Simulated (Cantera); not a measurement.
A freely propagating, adiabatic, planar premixed flame of H2 : O2 : N2 = 1 : 0.505 : 1.9 (molar parts), equivalence ratio 0.99, unburnt at 450 K and 250000 Pa; multicomponent+Soret transport, grid criteria slope 0.08 and curve 0.16, no radiation.

Model: the H2/O2 subset of GRI-Mech 3.0, which has no nitrogen chemistry, integrated in Cantera. The hydrogen kinetics of GRI-Mech 3.0 are dated; newer H2 mechanisms differ, most at raised pressure. Burning velocities carry a grid error of a few per cent, more on coarse grids.

x: mole fraction of selected species; z is measured from the peak of heat release.

```tsv
z (mm)	T (K)	u (m/s)	x H2	x O2	x H2O2	x OH	x H2O	x HO2
-0.370	450	3.91	0.294	0.148	<1e-8	<1e-8	<1e-8	<1e-8
-0.247	450	3.91	0.294	0.148	<1e-8	<1e-8	1.51e-8	<1e-8
-0.185	450	3.91	0.293	0.148	<1e-8	<1e-8	[?]	1.04e-8
-0.123	450	3.90	0.291	0.149	4.18e-8	<1e-8	5.79e-6	6.75e-7
-0.0617	483	4.03	0.261	0.155	1.83e-5	2.17e-5	0.00158	0.000260
-0.0309	792	6.35	0.211	0.148	8.90e-5	0.00112	0.0311	0.000557
0	1275	10.0	0.135	0.107	2.01e-5	0.00337	0.116	0.000223
0.0309	1602	12.5	0.0703	0.0574	4.75e-6	0.00891	0.203	9.99e-5
0.0617	1775	13.8	0.0464	0.0354	2.70e-6	0.0131	0.240	5.37e-5
0.123	1950	15.1	0.0379	0.0255	1.47e-6	0.0159	0.259	3.07e-5
0.247	2115	16.2	0.0333	0.0207	8.76e-7	0.0162	0.274	1.85e-5
0.494	2255	17.1	0.0271	0.0166	5.99e-7	0.0149	0.289	1.06e-5
0.987	2360	17.8	[?]	[?]	[?]	[?]	0.302	[?]
```

**Question.** Complete the blanks.

**Answer.** 
- -0.185, x H2O: 1.23e-7
- 0.987, x H2: 0.0205
- 0.987, x O2: 0.0132
- 0.987, x H2O2: 4.50e-7
- 0.987, x OH: 0.0126
- 0.987, x HO2: 6.17e-6
